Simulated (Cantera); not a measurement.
Input: 1 mol Si2H6, 0.0039 mol Cl2, 3.1 mol N2, 0.65 mol HCl, at 1327 °C and 69.0 mbar.

Method: chemical equilibrium by Gibbs-energy minimisation in Cantera with the NASA 1993 tables (ideal gas, pure condensed phases). Candidate condensed phases: NH4Cl, Si, Si3N4; 28 gas species. The feed counts by its element totals alone. The tables' values for SiCl3 are old estimates; treat these amounts as uncertain. Kinetics and transport are ignored.

Base state: H2 0.556, N2 0.328, HCl 0.111, SiCl2 0.00431, SiCl3 0.000231, H 0.000154, SiCl4 3.05e-5, Cl 2.45e-5 (mole fractions); condensed: Si3N4(s).

Q: What changes in the equilibrium state with this change: temperature from 1327 °C to 1202 °C?

A: 
```csv
species,before,after
H2,0.556,0.554
N2,0.328,0.326
HCl,0.111,0.119
SiCl2,0.00431,0.000944
H,0.000154,3.67e-5
Cl,2.45e-5,6.39e-6
SiCl3,0.000231,0.000116
SiCl4,3.05e-5,4.86e-5
"Si3N4(s), mol",0.658,0.665
```
N2 is the only nitrogen source here; it is nearly inert below about 1500 K, so the nitride shown seldom forms there in practice.
